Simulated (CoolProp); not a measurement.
Vapour-liquid equilibrium of propane (1) + n-butane (2) at 0.0164 MPa; x and y are mole fractions of (1).

Values from CoolProp's multi-fluid Helmholtz-energy mixture model, Lemmon 2009 and Bücker 2006; pair parameters Kunz 2012.

```csv
x,"bubble temperature, mixture model (°C)","bubble temperature, Raoult's law (°C)","y, mixture model","y, Raoult's law"
0.05,?,-45.1,?,0.270
0.15,?,-52.4,0.567,0.576
0.25,-57.5,-57.7,?,0.733
0.35,?,-61.9,?,0.825
0.45,?,-65.2,0.881,0.883
0.55,-67.9,-68.0,0.920,0.921
0.65,-70.3,-70.3,0.948,0.949
0.75,-72.4,-72.4,0.968,0.969
0.85,?,-74.2,0.983,0.984
0.95,-75.7,-75.7,0.995,0.995
```

Task: Fill in the missing entries.

Result: 
- 0.05, bubble temperature, mixture model (°C): -45.0
- 0.05, y, mixture model: 0.261
- 0.15, bubble temperature, mixture model (°C): -52.1
- 0.25, y, mixture model: 0.728
- 0.35, bubble temperature, mixture model (°C): -61.7
- 0.35, y, mixture model: 0.822
- 0.45, bubble temperature, mixture model (°C): -65.1
- 0.85, bubble temperature, mixture model (°C): -74.1

The largest gap from Raoult's law is +0.3 K in bubble temperature, at x = 0.15. No azeotrope shows between x = 0.05 and 0.95.

The pair parameters rest on a limited set of measurements; away from them the model extrapolates.
